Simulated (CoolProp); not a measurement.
Vapour-liquid equilibrium of carbon dioxide (1) + propylene (2) at 1.02 MPa; x and y are mole fractions of (1).

Computed with CoolProp (multi-fluid Helmholtz-energy mixture model, Span 1996 and Lemmon 2013; pair parameters Bell 2016).

| x | bubble temperature, mixture model (°C) | bubble temperature, Raoult's law (°C) | y, mixture model | y, Raoult's law |
|---|---|---|---|---|
| 0.05 | 9.3 | 12.1 | 0.250 | 0.232 |
| 0.2 | -12.3 | -4.7 | 0.639 | 0.603 |
| 0.35 | -23.3 | -15.6 | 0.780 | 0.773 |
| 0.5 | -29.3 | -23.4 | 0.848 | 0.867 |
| 0.65 | -33.2 | -29.5 | 0.891 | 0.926 |
| 0.8 | -36.1 | -34.3 | 0.930 | 0.965 |
| 0.95 | -38.7 | -38.4 | 0.978 | 0.993 |

The largest gap from Raoult's law is -7.7 K in bubble temperature, at x = 0.35. No azeotrope shows between x = 0.05 and 0.95.

The pair parameters rest on a limited set of measurements; away from them the model extrapolates.
